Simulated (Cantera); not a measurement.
A perfectly stirred reactor is fed with CH₄ : N₂ = 1 : 1.1 (molar parts), at 1330 Pa; it is held at 1950 K, and followed from long to short residence time.

Computed with Cantera and GRI-Mech 3.0 (53 species, 325 reactions). GRI-Mech 3.0 stops at C3 and has no aromatics, soot or wall deposition, so with more carbon than oxygen in the feed, carbon stays in small species such as C2H2 where larger ones or solid carbon would form. Radical loss at walls, strong at low pressure, is not modelled.

One state of this run: x CH₄ = 0.0400; x C₂H₂ = 0.146; x CH₃ = 0.00343; x H₂ = 0.439; x H = 0.00194; x C₂H₄ = 0.000610. x: mole fraction; the columns are a selection and need not sum to one.

Task: Which value of τ (s) does it belong to?
A. 6.4
B. 0.20
C. 2.0
D. 0.061

Result: B, 0.20
